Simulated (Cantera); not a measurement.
## Stirred combustor or abatement burner

A perfectly stirred reactor is fed with C3H8 : O2 : N2 : H2O = 1 : 9.43 : 35.5 : 1.2 (molar parts), equivalence ratio 0.53, at 650000 Pa; it is adiabatic with a 773 K inlet, and is followed from long to short residence time, starting on the burning branch (τ in s: 0.38, 0.15, 0.061, 0.024, 0.0097, 0.0039, 0.0015, 0.00062, 0.00025, 9.8e-05, 3.9e-05, 1.6e-05, 6.2e-06).

Cantera simulation using GRI-Mech 3.0 (53 species, 325 reactions); the numbers are that mechanism's predictions, not measurements. GRI-Mech 3.0 was tuned for natural gas; its chemistry of propane as a main component is partial and can be far from experiment.

| τ (s) | T (K) | x C3H8 | x O2 | x H2O | x H2 | x CO2 | x C2H4 |
|---|---|---|---|---|---|---|---|
| 0.38 | 1919 | 4.29e-8 | 0.0917 | 0.108 | 2.29e-5 | 0.0622 | 2.22e-7 |
| 0.15 | 1919 | 1.06e-7 | 0.0918 | 0.108 | 2.52e-5 | 0.0622 | 5.40e-7 |
| 0.061 | 1918 | 2.51e-7 | 0.0918 | 0.108 | 3.02e-5 | 0.0622 | 1.23e-6 |
| 0.024 | 1917 | 5.89e-7 | 0.0919 | 0.107 | 4.14e-5 | 0.0621 | 2.70e-6 |
| 0.0097 | 1914 | 1.28e-6 | 0.0919 | 0.107 | 6.36e-5 | 0.0618 | 5.40e-6 |
| 0.0039 | 1909 | 2.68e-6 | 0.0921 | 0.107 | 0.000105 | 0.0614 | 1.02e-5 |
| 0.0015 | 1900 | 5.55e-6 | 0.0923 | 0.107 | 0.000186 | 0.0606 | 1.90e-5 |
| 0.00062 | 1886 | 1.07e-5 | 0.0929 | 0.106 | 0.000316 | 0.0593 | 3.34e-5 |
| 0.00025 | 1861 | 2.11e-5 | 0.0940 | 0.105 | 0.000538 | 0.0566 | 6.02e-5 |
| 9.8e-5 | 1812 | 4.61e-5 | 0.0967 | 0.104 | 0.000919 | 0.0512 | 0.000120 |
| 3.9e-5 | 1692 | 0.000164 | 0.105 | 0.101 | 0.00179 | 0.0370 | 0.000402 |
| 1.6e-5 | 773 | 0.0212 | 0.200 | 0.0255 | <1e-12 | <1e-12 | <1e-12 |
| 6.2e-6 | 773 | 0.0212 | 0.200 | 0.0255 | <1e-12 | <1e-12 | <1e-12 |
x: mole fraction; the columns are a selection and need not sum to one.
